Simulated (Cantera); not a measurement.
Reactions in the system Cl-H-Ti

Cantera with NASA thermochemical tables; ideal gases at 1 bar, condensed phases pure. Values are per mole of reaction as written; species without (g) are pure solids or liquids, kept so even where they would boil at 1 bar.

2 TiCl3 + 2 HCl(g) ⇌ 2 TiCl4(g) + H2(g)

```csv
T (K),ΔH° (kJ),ΔS° (J/K),ΔG° (kJ),log10 K
475,96.9,174.3,14.1,-1.56
525,95.7,171.9,5.5,-0.55
575,94.5,169.6,-3.0,0.28
625,93.2,167.6,-11.5,0.96
675,92.0,165.6,-19.8,1.53
725,90.6,163.7,-28.0,2.02
775,89.3,161.8,-36.2,2.44
825,87.8,160.1,-44.2,2.80
875,86.4,158.3,-52.2,3.11
925,84.9,156.7,-60.1,3.39
```
